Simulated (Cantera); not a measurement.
A closed system holds: 1 mol SiHCl3, 15 mol N2, equilibrated at 1330 Pa.

Equilibrium computed with Cantera from the NASA thermochemical tables; the gas is ideal and each condensed phase is pure. Candidate condensed phases: NH4Cl, Si, Si3N4; 28 gas species. N2 is the only nitrogen source here; it is nearly inert below about 1500 K, so the nitride shown seldom forms there in practice. Equilibrium is a limit: real reactors are often held back by kinetics, nucleation or transport.

Which condensed phases are stable at each of these points (T (°C)): 900, 1050, 1200, 1350, 1500, 1650, 1800?


```
T (°C)  condensed phases  Si condensed (%)
------  ----------------  ----------------
900             Si3N4(s)              46.7
1050            Si3N4(s)              41.7
1200            Si3N4(s)              14.4
1350            gas only               0.0
1500            gas only               0.0
1650            gas only               0.0
1800            gas only               0.0
```

From 900 °C to 1200 °C the condensed part is Si3N4(s). From 1350 °C to 1800 °C nothing is condensed.
